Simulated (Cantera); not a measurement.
# Premixed flame

A freely propagating, adiabatic, planar premixed flame of H₂ : O₂ : N₂ = 1 : 0.278 : 0.722 (molar parts), equivalence ratio 1.8, unburnt at 700 K and 400000 Pa; mixture-averaged transport, grid criteria slope 0.08 and curve 0.16, no radiation.

Cantera simulation using the H2/O2 subset of GRI-Mech 3.0, which has no nitrogen chemistry; the numbers are that mechanism's predictions, not measurements. The hydrogen kinetics of GRI-Mech 3.0 are dated; newer H2 mechanisms differ, most at raised pressure. Burning velocities carry a grid error of a few per cent, more on coarse grids.

```tsv
z (mm)	T (K)	u (m/s)	x H₂	x O₂	x H₂O	x H₂O₂	x H	x HO₂
-0.229	700	16.2	0.500	0.139	<1e-8	<1e-8	<1e-8	<1e-8
-0.153	700	16.2	0.500	0.139	<1e-8	<1e-8	<1e-8	<1e-8
-0.115	700	16.2	0.500	0.139	<1e-8	<1e-8	<1e-8	1.99e-8
-0.0763	700	16.2	0.500	0.139	2.96e-7	<1e-8	1.34e-7	1.43e-6
-0.0382	727	16.7	0.496	0.139	0.00102	4.47e-6	0.000352	0.000502
-0.0191	975	21.8	0.458	0.133	0.0235	2.46e-5	0.00945	0.000535
0	1446	31.2	0.348	0.0892	0.118	8.45e-6	0.0510	0.000252
0.0191	1781	38.0	0.247	0.0304	0.229	2.72e-6	0.0882	8.36e-5
0.0382	1938	41.0	0.217	0.00941	0.270	1.61e-6	0.0939	2.50e-5
0.0763	2091	43.8	0.214	0.00262	0.286	8.99e-7	0.0827	7.04e-6
0.153	2245	46.5	0.223	0.00143	0.293	5.26e-7	0.0645	3.86e-6
0.305	2388	48.9	0.232	0.000835	0.300	3.29e-7	0.0470	2.24e-6
0.611	2507	50.8	0.239	0.000423	0.307	2.06e-7	0.0323	1.12e-6
```
x: mole fraction of selected species; z is measured from the peak of heat release.

```
Quantity                      Value
------------------------  ---------
laminar burning velocity  1620 cm/s
thermal thickness         0.0763 mm
peak x(H₂O₂)                2.46e-5
peak x(H)                    0.0942
peak x(HO₂)                0.000726
grid points                     134
```
